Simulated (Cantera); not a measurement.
Charge: 1 mol SiH2Cl2, a varied amount of O3, 27 mol H2, held at 650 K and 143 Torr.

These are equilibrium values from Cantera (NASA tables, ideal gas, pure condensed phases), not measurements of a reactor. Candidate condensed phases: H2O, Si, SiO2; 30 gas species. The numbers say what is thermodynamically allowed, not how fast it happens.

x: gas mole fraction; n: condensed amount in mol.

| n(O3) (mol) | x H2 | x H2O | x HCl | x SiCl4 | n Si(s) | n SiO2(α-quartz) |
|---|---|---|---|---|---|---|
| 0.13 | 0.980 | <1e-12 | 0.000103 | 0.0110 | 0.240 | 0.195 |
| 0.18 | 0.980 | <1e-12 | 0.000103 | 0.0110 | 0.165 | 0.270 |
| 0.25 | 0.980 | <1e-12 | 0.000103 | 0.0110 | 0.0600 | 0.375 |
| 0.35 | 0.980 | 1.58e-12 | 0.00384 | 0.0163 | 0 | 0.525 |
| 0.5 | 0.957 | 1.78e-10 | 0.0348 | 0.00868 | 0 | 0.750 |
| 0.69 | 0.929 | 0.00241 | 0.0690 | <1e-12 | 0 | 1.00 |
| 0.98 | 0.899 | 0.0324 | 0.0690 | <1e-12 | 0 | 1.00 |
| 1.4 | 0.855 | 0.0759 | 0.0690 | <1e-12 | 0 | 1.00 |
| 1.9 | 0.803 | 0.128 | 0.0690 | <1e-12 | 0 | 1.00 |
| 2.7 | 0.721 | 0.210 | 0.0690 | <1e-12 | 0 | 1.00 |
| 3.8 | [?] | [?] | 0.0690 | <1e-12 | 0 | 1.00 |
| 5.3 | [?] | [?] | 0.0690 | <1e-12 | 0 | 1.00 |
| 7.5 | 0.224 | 0.707 | 0.0690 | <1e-12 | 0 | 1.00 |

### Question
Complete the blanks.

### Answer

- 3.8, x H2: 0.607
- 3.8, x H2O: 0.324
- 5.3, x H2: 0.452
- 5.3, x H2O: 0.479
